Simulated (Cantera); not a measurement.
A freely propagating, adiabatic, planar premixed flame of CH4 : C2H6 : O2 : N2 = 1 : 0.48 : 4.72 : 17.7 (molar parts), equivalence ratio 0.78, unburnt at 675 K and 82.5 Torr; mixture-averaged transport, grid criteria slope 0.08 and curve 0.16, no radiation.

Detailed kinetics in Cantera: GRI-Mech 3.0 (53 species, 325 reactions). Burning velocities carry a grid error of a few per cent, more on coarse grids.

```json
[
 {"quantity": "laminar burning velocity", "before": "200 cm/s", "after": "212 cm/s"},
 {"quantity": "thermal thickness", "before": "2.34 mm", "after": "2.23 mm"},
 {"quantity": "peak x(CH2CO)", "before": "0.000321", "after": "0.000409"},
 {"quantity": "peak x(HO2)", "before": "0.000228", "after": "0.000233"}
]
```

### Question
What was changed between the two runs?
A) C2H6 0.48 to 0.6 parts
B) inlet temperature 675 to 375 K
C) inlet temperature 675 to 550 K
D) CH4 1 to 0.77 parts

### Answer
A, C2H6 0.48 to 0.6 parts
